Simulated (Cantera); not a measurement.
Charge: 1 mol MgO, 3.5 mol C, 0.62 mol H2, 1.7 mol CH4, equilibrated at 1402 °C and 0.100 bar.

Method: chemical equilibrium by Gibbs-energy minimisation in Cantera with the NASA 1993 tables (ideal gas, pure condensed phases). Candidate condensed phases: C, C6H6, C7H8, C8H18, H2O, Mg, MgCO3, MgO, Mg(OH)2; 116 gas species. The tables' values for MgH are old estimates; treat these amounts as uncertain. Rates play no part.

Base state: H2 0.796, CO 0.102, Mg 0.101, MgH 0.000350, H 0.000328, CH4 7.64e-5, C2H2 (acetylene) 4.62e-5 (mole fractions); condensed: C(graphite) + MgO(s).

### Question
What changes in the equilibrium state with this change: pressure from 0.100 bar to 10.0 mbar?

### Answer
| species | before | after |
|---|---|---|
| H2 | 0.796 | 0.667 |
| CO | 0.102 | 0.166 |
| Mg | 0.101 | 0.166 |
| CH4 | 7.64e-5 | 5.36e-6 |
| H | 0.000328 | 0.000948 |
| MgH | 0.000350 | 0.000166 |
| C2H2 (acetylene) | 4.62e-5 | 3.87e-5 |
| C(graphite), mol | 4.69 | 4.20 |
| MgO(s), mol | 0.487 | 0 |

### Question
What changes in the equilibrium state with this change: MgO replaced by PbO?

### Answer
```json
[
 {"species": "H2", "before": "0.796", "after": "0.667"},
 {"species": "CO", "before": "0.102", "after": "0.166"},
 {"species": "Pb", "before": "0", "after": "0.166"},
 {"species": "Mg", "before": "0.101", "after": "0"},
 {"species": "MgH", "before": "0.000350", "after": "0"},
 {"species": "Pb2", "before": "0", "after": "2.80e-5"},
 {"species": "CH4", "before": "7.64e-5", "after": "5.37e-5"},
 {"species": "C2H2 (acetylene)", "before": "4.62e-5", "after": "3.88e-5"},
 {"species": "C(graphite), mol", "before": "4.69", "after": "4.20"},
 {"species": "MgO(s), mol", "before": "0.487", "after": "0"}
]
```
Further candidate phases: Pb, PbO, PbO2, Pb3O4.
